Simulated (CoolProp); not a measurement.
Acetone at several states: Z from the reference equation and from simpler models built on Tc = 235.0 °C, pc = 46.92 bar, ω = 0.307; each cubic takes its own stable root.

Model: reference Helmholtz-energy equation of state, Lemmon 2006, in CoolProp. It is a short technical equation, of lower accuracy than the large ones.

| T (°C) | p (bar) | phase | reference | van der Waals | Soave-Redlich-Kwong |
|---|---|---|---|---|---|
| 162.15 | 48.6 | liquid | 0.1272 | (withheld) | 0.1655 |
| 215.55 | 0.799 | gas | 0.9922 | 0.9944 | 0.9933 |
| 215.85 | 43.2 | liquid | (withheld) | (withheld) | 0.1795 |
| -54.15 | 5.41 | liquid | 0.01983 | 0.03930 | 0.02590 |

Some entries are withheld; supply them.


- 162.15, van der Waals: 0.2380
- 215.85, reference: 0.1273
- 215.85, van der Waals: 0.2431
